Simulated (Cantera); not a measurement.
Charge: 1 mol Ta2O5, 7.2 mol CO, at 1073.15 K and 2100 Pa.

Method: chemical equilibrium by Gibbs-energy minimisation in Cantera with the NASA 1993 tables (ideal gas, pure condensed phases). Candidate condensed phases: C, Ta, TaC, Ta2O5; 15 gas species. Rates play no part.

Base state: CO 0.997, CO2 0.00293 (mole fractions); condensed: C(graphite) + Ta2O5(s).

Q: What changes in the equilibrium state with this change: Ta2O5 replaced by Fe2O3?

A: 
```tsv
species	before	after
CO	0.997	0.813
CO2	0.00293	0.187
C(graphite), mol	0.0210	0
Ta2O5(s), mol	1.00	0
Fe(α), mol	0	0.347
FeO(s), mol	0	1.65
```
Mutual solubility and eutectic melting of coexisting phases are not modelled. The tables' stoichiometric FeO is somewhat more stable than real wüstite, so its field is too wide. FeO: taken at fixed stoichiometry. Further candidate phases: Fe, Fe(CO)5, FeO, Fe2O3, Fe3O4.
